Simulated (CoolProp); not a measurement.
The fluid at 298.15 K and 0.181 MPa is compressed adiabatically to 1.24 MPa with isentropic efficiency 0.8. The same conditions are run with several fluids, on thermodynamics alone (safety and materials aside).

Model: reference Helmholtz-energy equation of state of each fluid (R114: Platzer 1990; CF4 (R14): Platzer 1990; R124: de Vries 1995), in CoolProp. The equations of Platzer and Polt are older, rougher fits.

### Question
Rank R114, CF4 (R14), R124 by work (kJ/kg), highest first.

### Answer
CF4 (R14) (76.3), R124 (42.8), R114 (32.0)

| fluid | final temperature (K) | final phase | final density (kg/m³) |
|---|---|---|---|
| R114 | 366.5 | two-phase, vapour fraction 0.945 | 98.3 |
| CF4 (R14) | 400.9 | gas | 33.1 |
| R124 | 367.4 | gas | 67.2 |
